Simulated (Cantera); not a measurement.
Input (Python, Cantera) and output of one run.

```python
import numpy as np
import cantera as ct

gas_names = [...]  # 96 gases of nasa_gas.yaml made of C, Cl, H, Ti
cond_names = """
    C(gr) C6H6(L) C7H8(L) C8H18(L),n-octa Ti(a) Ti(b) Ti(L) TiC(s) TiC(L) TiCL2(s) TiCL3(s) TiCL4(L)
""".split()


# ... load() reads the species with a 1 bar reference pressure and builds the phases ...
atoms = {
    'TiCl4': {'Ti': 1, 'CL': 4},
    'C3H8': {'C': 3, 'H': 8},
    'H2': {'H': 2},
    'CH4': {'C': 1, 'H': 4},
}
top_T = {'C(gr)': 4500, 'TiCL2(s)': 1300, 'TiCL3(s)': 1000}  # K; cautious upper limits of use, not melting points


# ... equilibrate(T, P, feed) seeds the gas with the atoms and calls Mixture.equilibrate('TP', solver="vcs", rtol=1e-11, max_steps=5000) ...
results = []
feed = {'TiCl4': 1, 'C3H8': 0.9, 'H2': 210, 'CH4': 5.2}  # mol
P = 133.322  # Pa
for T in [1423, 1523, 1623, 1723, 1823, 1923, 2023, 2123]:
    mix = equilibrate(T, P, feed)
    results.append((T, P, feed, dict(zip(mix.species_names, mix.species_moles))))

top = {s: max(r[3][s] / sum(r[3][g] for g in gas_names) for r in results) for s in gas_names}
cols = sorted((s for s in top if top[s] > 1e-06), key=lambda s: -top[s])[:6]
seen = [c for c in cond_names if any(r[3].get(c, 0) > 1e-12 for r in results)]
print("log10 of partial pressures in bar; condensed amounts in mol")
print(f"{'T/K':>10s}" + "".join(f"{s[:9]:>10s}" for s in cols + seen))
for T, P, feed, n in results:
    ng = sum(n[g] for g in gas_names)
    print(f"{T:10.4g}" + "".join(f"{np.log10(max(n[s] / ng * P / 1e5, 1e-99)):10.3f}" for s in cols)
          + "".join(f"{n.get(c, 0):10.4g}" for c in seen))
```

It prints:

```
log10 of partial pressures in bar; condensed amounts in mol
       T/K        H2         H       HCL C2H2,acet        CL        Ti     C(gr)    TiC(s)
      1423    -2.883    -6.619    -4.627    -8.347    -8.450   -15.965     6.897         1
      1523    -2.883    -6.078    -4.628    -7.811    -7.918   -14.403     6.894         1
      1623    -2.884    -5.602    -4.628    -7.342    -7.450   -13.034     6.884         1
      1723    -2.885    -5.182    -4.630    -6.928    -7.037   -11.826      6.86    0.9999
      1823    -2.888    -4.807    -4.634    -6.563    -6.670   -10.752     6.807    0.9999
      1923    -2.894    -4.473    -4.641    -6.240    -6.344    -9.791     6.702    0.9997
      2023    -2.906    -4.174    -4.655    -5.955    -6.053    -8.927     6.514    0.9993
      2123    -2.926    -3.908    -4.680    -5.707    -5.797    -8.145       6.2    0.9975
```

Equilibrium computed with Cantera from the NASA thermochemical tables; the gas is ideal and each condensed phase is pure. TiC: taken at fixed stoichiometry.
